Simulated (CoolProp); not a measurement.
Vapour-liquid equilibrium of benzene (1) + m-xylene (2) at 351.9 K; x and y are mole fractions of (1).

The numbers come from the multi-fluid Helmholtz-energy mixture model, Thol 2012 and Zhou 2012; pair parameters Bell 2016 in CoolProp.

### Question
Give the bubble pressure and the first vapour's composition at x = 0.05, 0.35, 0.8. Is there an azeotrope?

### Answer
x = 0.05: 0.1867 bar, y = 0.265; x = 0.35: 0.4334 bar, y = 0.778; x = 0.8: 0.8037 bar, y = 0.962. No azeotrope shows between x = 0.05 and 0.95.

Pair parameters are fitted to limited data, so mixtures are less certain than the pure fluids. The gap from Raoult's law changes sign with composition, which may be real or a fault of the pair parameters; it wasn't checked against measurements.
